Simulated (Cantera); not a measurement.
Mixture: C3H8 : O2 : N2 = 1 : 9.43 : 35.5 (molar parts), at 10.0 bar, adiabatic and at constant pressure. Ignition delay is the time to a rise of 400 K.

Model: GRI-Mech 3.0 (53 species, 325 reactions), integrated in Cantera. GRI-Mech 3.0 was tuned for natural gas; its chemistry of propane as a main component is partial and can be far from experiment.

What does this change do: C3H8 1 to 1.3 parts?


| quantity | before | after |
|---|---|---|
| delay at 1150 K | 3.71 ms | 3.92 ms |
| delay at 1350 K | 0.132 ms | 0.134 ms |
| delay at 1550 K | 12.3 µs | 12.2 µs |
| delay at 1750 K | 2.91 µs | 2.82 µs |
| apparent activation energy between 1650 and 1850 K | 140 kJ/mol | 140 kJ/mol |

What does this change do: pressure from 10.0 bar to 0.540 bar?


| quantity | before | after |
|---|---|---|
| delay at 1150 K | 3.71 ms | 22.2 ms |
| delay at 1350 K | 0.132 ms | 0.574 ms |
| delay at 1550 K | 12.3 µs | 76.0 µs |
| delay at 1750 K | 2.91 µs | 26.7 µs |
| apparent activation energy between 1650 and 1850 K | 140 kJ/mol | 99 kJ/mol |
